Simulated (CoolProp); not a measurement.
Properties of toluene along the isotherm 337 K (Tc = 591.7 K, pc = 4126 kPa, ω = 0.266).

Model: reference Helmholtz-energy equation of state, Lemmon 2006, in CoolProp. It is a short technical equation, of lower accuracy than the large ones.

| p (kPa) | phase | cp (kJ/(kg K)) | isothermal compressibility (1/MPa) | viscosity (µPa s) | conductivity (mW/(m K)) |
|---|---|---|---|---|---|
| 147 | liquid | 1.832 | 0.001229 | 366 | 120 |
| 295 | liquid | 1.831 | 0.001227 | 367 | 120 |
| 442 | liquid | 1.831 | 0.001225 | 367 | 120 |
| 589 | liquid | 1.831 | 0.001222 | 368 | 120 |
| 737 | liquid | 1.831 | 0.001220 | 368 | 120 |
| 884 | liquid | 1.831 | 0.001217 | 369 | 120 |
| 1030 | liquid | 1.830 | 0.001215 | 369 | 120 |
| 1180 | liquid | 1.830 | ___ | 370 | 120 |
| 1330 | liquid | 1.830 | ___ | 370 | 120 |
| 1470 | liquid | 1.830 | 0.001208 | 371 | 120 |
| 1620 | liquid | 1.829 | ___ | 371 | 120 |
| 1770 | liquid | 1.829 | 0.001203 | 372 | 120 |
| 1920 | liquid | 1.829 | ___ | 372 | 120 |
| 2060 | liquid | 1.829 | 0.001199 | 373 | 120 |

Problem. What belongs in the gaps?

Solution. 
- 1180, isothermal compressibility (1/MPa): 0.001213
- 1330, isothermal compressibility (1/MPa): 0.001210
- 1620, isothermal compressibility (1/MPa): 0.001206
- 1920, isothermal compressibility (1/MPa): 0.001201

Viscosity comes from a separate model (Avgeri 2015). Thermal conductivity comes from a separate model (Assael 2012).
